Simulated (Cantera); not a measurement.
Feed: 1 mol Cu2O, 0.43 mol CH4, 0.12 mol CO, equilibrated at 1473.15 K and 101000 Pa.

These are equilibrium values from Cantera (NASA tables, ideal gas, pure condensed phases), not measurements of a reactor. Candidate condensed phases: C, C6H6, C7H8, C8H18, Cu, CuO, Cu(OH)2, Cu2O, H2O; 113 gas species. Kinetics and transport are ignored.

Base state: H2 0.313, H2O 0.296, CO 0.282, CO2 0.108 (mole fractions); condensed: Cu(l).

Task: What changes in the equilibrium state with this change: temperature from 1473.15 K to 1073.15 K?

Result: 
```csv
species,before,after
H2,0.313,0.367
H2O,0.296,0.242
CO,0.282,0.228
CO2,0.108,0.162
CH4,1.85e-7,0.000285
"Cu(l), mol",2.00,0
"Cu(s), mol",0,2.00
```
